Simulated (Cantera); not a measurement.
Cantera run:

```python
import numpy as np
import cantera as ct

gas_names = [...]  # 113 gases of nasa_gas.yaml made of C, H, O, Ti
cond_names = """
    C(gr) C6H6(L) C7H8(L) C8H18(L),n-octa H2O(s) H2O(L) Ti(a) Ti(b) Ti(L) TiC(s) TiC(L) TiO(a) TiO(b)
    TiO(L) TiO2(ru) TiO2(L) Ti2O3(a) Ti2O3(b) Ti2O3(L) Ti3O5(a) Ti3O5(b) Ti3O5(L) Ti4O7(s) Ti4O7(L)
""".split()


# ... load() reads the species with a 1 bar reference pressure and builds the phases ...
atoms = {
    'Ti(OiPr)4': {'Ti': 1, 'C': 12, 'H': 28, 'O': 4},
    'H2': {'H': 2},
    'O2': {'O': 2},
}
top_T = {'C(gr)': 4500}  # K; cautious upper limits of use, not melting points


# ... equilibrate(T, P, feed) seeds the gas with the atoms and calls Mixture.equilibrate('TP', solver="vcs", rtol=1e-11, max_steps=5000) ...
results = []
feed = {'Ti(OiPr)4': 1, 'H2': 1.1, 'O2': 0.081}  # mol
P = 1900  # Pa
for T in [1173, 1223, 1273, 1323, 1373, 1423, 1473, 1523, 1573, 1623, 1673, 1723, 1773]:
    mix = equilibrate(T, P, feed)
    results.append((T, P, feed, dict(zip(mix.species_names, mix.species_moles))))

top = {s: max(r[3][s] / sum(r[3][g] for g in gas_names) for r in results) for s in gas_names}
cols = sorted((s for s in top if top[s] > 1e-06), key=lambda s: -top[s])[:6]
seen = [c for c in cond_names if any(r[3].get(c, 0) > 1e-12 for r in results)]
print("log10 of partial pressures in bar; condensed amounts in mol")
print(f"{'T/K':>10s}" + "".join(f"{s[:9]:>10s}" for s in cols + seen))
for T, P, feed, n in results:
    ng = sum(n[g] for g in gas_names)
    print(f"{T:10.4g}" + "".join(f"{np.log10(max(n[s] / ng * P / 1e5, 1e-99)):10.3f}" for s in cols)
          + "".join(f"{n.get(c, 0):10.4g}" for c in seen))
```

It prints:

```
log10 of partial pressures in bar; condensed amounts in mol
       T/K        H2        CO         H       CH4 C2H2,acet       H2O     C(gr)    TiC(s)  Ti3O5(b)
      1173    -1.788    -2.570    -7.822    -5.287    -9.001    -5.807     9.502         0    0.3333
      1223    -1.788    -2.570    -7.416    -5.451    -8.593    -6.054     9.502         0    0.3333
      1273    -1.827    -2.387    -7.060    -5.681    -8.257    -6.138     6.837         1         0
      1323    -1.827    -2.387    -6.713    -5.822    -7.910    -6.349     6.837         1         0
      1373    -1.827    -2.387    -6.391    -5.952    -7.589    -6.543     6.837         1         0
      1423    -1.827    -2.387    -6.091    -6.073    -7.291    -6.724     6.837         1         0
      1473    -1.827    -2.387    -5.811    -6.186    -7.014    -6.893     6.837         1         0
      1523    -1.827    -2.387    -5.550    -6.292    -6.755    -7.050     6.837         1         0
      1573    -1.827    -2.387    -5.304    -6.391    -6.512    -7.197     6.837         1         0
      1623    -1.827    -2.387    -5.074    -6.483    -6.285    -7.335     6.837         1         0
      1673    -1.827    -2.387    -4.857    -6.571    -6.072    -7.464     6.836         1         0
      1723    -1.828    -2.387    -4.653    -6.653    -5.871    -7.586     6.835         1         0
      1773    -1.828    -2.387    -4.460    -6.730    -5.682    -7.701     6.834         1         0
```

Equilibrium computed with Cantera from the NASA thermochemical tables; the gas is ideal and each condensed phase is pure. The feed counts by its element totals alone. TiC: taken at fixed stoichiometry.
